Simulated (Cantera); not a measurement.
Feed: 1 mol Zr, 0.016 mol O2, 110 mol H2, held at 3.50 bar.

Equilibrium computed with Cantera from the NASA thermochemical tables; the gas is ideal and each condensed phase is pure. Candidate condensed phases: H2O, Zr, ZrO2; 12 gas species. Mutual solubility and eutectic melting of coexisting phases are not modelled. Condensed phases not in the tables: N, O or C dissolved in the metal. Equilibrium is a limit: real reactors are often held back by kinetics, nucleation or transport. All values below are at 1850 K.

Base state: H2 1.000, H 0.000288 (mole fractions); condensed: Zr(β) + ZrO2(tetragonal).

**Question.** What changes in the equilibrium state with this change: Zr replaced by Ta?

**Answer.** 
```json
[
 {"species": "H2", "before": "1.000", "after": "0.999"},
 {"species": "H2O", "before": "2.61e-7", "after": "0.000291"},
 {"species": "H", "before": "0.000288", "after": "0.000288"},
 {"species": "Zr(β), mol", "before": "0.984", "after": "0"},
 {"species": "ZrO2(tetragonal), mol", "before": "0.0160", "after": "0"},
 {"species": "Ta(s), mol", "before": "0", "after": "1.00"}
]
```
Further candidate phases: Ta, Ta2O5.

**Question.** What changes in the equilibrium state with this change: Zr replaced by Nb?

**Answer.** 
| species | before | after |
|---|---|---|
| H2 | 1.000 | 0.999 |
| H2O | 2.61e-7 | 0.000291 |
| H | 0.000288 | 0.000288 |
| Zr(β), mol | 0.984 | 0 |
| ZrO2(tetragonal), mol | 0.0160 | 0 |
| Nb(s), mol | 0 | 1.00 |
Further candidate phases: Nb, NbO, NbO2, Nb2O5.
